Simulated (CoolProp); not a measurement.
Aqueous calcium chloride as a coolant, 14 % by mass, freezing at -9.9 °C, 1 atm.

Computed with CoolProp (Melinder's fits for secondary coolants).

```csv
T (°C),cp (kJ/(kg K)),viscosity (mPa s),Prandtl number,density (kg/m³)
-4.4,3.334,2.89,17.7,1127
-0.7,3.344,2.57,15.6,1126
2.9,3.353,2.31,13.9,1125
6.5,3.362,2.08,12.5,1125
10.2,3.371,1.89,11.2,1125
13.8,3.380,1.72,10.1,1124
17.5,3.389,1.57,9.20,1124
21.1,3.398,1.44,8.40,1124
24.7,3.406,1.33,7.70,1123
28.4,3.414,1.23,7.07,1122
32,3.422,1.15,6.52,1120
35.7,3.430,1.07,6.03,1118
39.3,3.437,0.998,5.60,1116
```
